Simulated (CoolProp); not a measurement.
Computed with CoolProp (reference Helmholtz-energy equation of state, Tillner-Roth 1994).

Problem. Give the vapour pressure (bar), vapour density (kg/m³), liquid viscosity (µPa s) of saturated R134a at 199.9, 236.2, 260.4 K.

Solution. 
```csv
T (K),p (bar),vapour density (kg/m³),liquid viscosity (µPa s)
199.9,0.0627,0.387,869
236.2,0.600,3.21,445
260.4,1.80,9.04,315
```

Viscosity comes from a separate model (Huber 2003), an estimate that may be off by 10 % or more.
